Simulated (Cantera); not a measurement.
A freely propagating, adiabatic, planar premixed flame of H2 : O2 : N2 = 1 : 0.5 : 1.88 (molar parts), equivalence ratio 1.0, unburnt at 325 K and 25000 Pa; unity-Lewis-number transport, grid criteria slope 0.08 and curve 0.16, no radiation.

Model: the H2/O2 subset of GRI-Mech 3.0, which has no nitrogen chemistry, integrated in Cantera. Unity Lewis numbers drop preferential diffusion, which matters most where H2 and H carry the flame. Burning velocities carry a grid error of a few per cent, more on coarse grids.

x: mole fraction of selected species; z is measured from the peak of heat release.

```tsv
z (mm)	T (K)	u (m/s)	x H2	x O2	x H2O2	x HO2	x OH	x H2O
-5.35	325	1.56	0.296	0.148	<1e-8	<1e-8	<1e-8	2.02e-8
-3.57	325	1.56	0.296	0.148	<1e-8	<1e-8	<1e-8	5.16e-7
-2.67	325	1.56	0.296	0.148	1.39e-8	7.03e-8	<1e-8	5.32e-6
-1.78	326	1.57	0.296	0.148	1.65e-7	8.45e-7	<1e-8	6.39e-5
-0.891	356	1.71	0.293	0.146	7.41e-6	5.03e-5	4.46e-6	0.00373
-0.446	[?]	2.94	[?]	[?]	[?]	[?]	[?]	[?]
0	1102	5.06	0.142	0.0788	1.37e-6	2.71e-5	0.00238	0.146
0.446	1386	6.24	0.0561	0.0383	1.45e-6	1.03e-5	0.00752	0.220
0.891	1523	6.79	0.0465	0.0305	1.05e-6	7.02e-6	0.0102	0.236
1.78	1675	7.38	0.0461	0.0266	5.64e-7	5.08e-6	0.0127	0.247
3.57	1833	7.97	0.0442	0.0228	2.82e-7	3.61e-6	0.0145	0.259
7.13	1985	8.52	[?]	[?]	[?]	[?]	0.0152	0.272
14.3	2120	9.00	0.0346	0.0151	9.56e-8	1.72e-6	0.0145	0.287
```

Problem. Complete the blanks.

Solution. 
- -0.446, T (K): 623
- -0.446, x H2: 0.260
- -0.446, x O2: 0.130
- -0.446, x H2O2: 1.31e-5
- -0.446, x HO2: 0.000103
- -0.446, x OH: 0.000430
- -0.446, x H2O: 0.0396
- 7.13, x H2: 0.0402
- 7.13, x O2: 0.0189
- 7.13, x H2O2: 1.52e-7
- 7.13, x HO2: 2.48e-6
